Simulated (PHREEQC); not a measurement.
Solution (20 °C): 0.00031 mol Ca(HCO3)2 and 0.041 mol Na2HPO4 per kg of water. Closed to the air; pH follows from the charge balance.

Model: ion-association model, phreeqc.dat, run in PHREEQC.

**Question.** The ionic strength comes out as 0.118 mol/kgw. What activity coefficients do HCO3-, CaPO4-, H2PO4-, CO3-2, HPO4-2 get?

**Answer.** HCO3- 0.78, CaPO4- 0.78, H2PO4- 0.78, CO3-2 0.37, HPO4-2 0.36.

Precipitation was switched off in this run. The solution is supersaturated, for example in Hydroxyapatite, so a real one may precipitate; this is no full list.
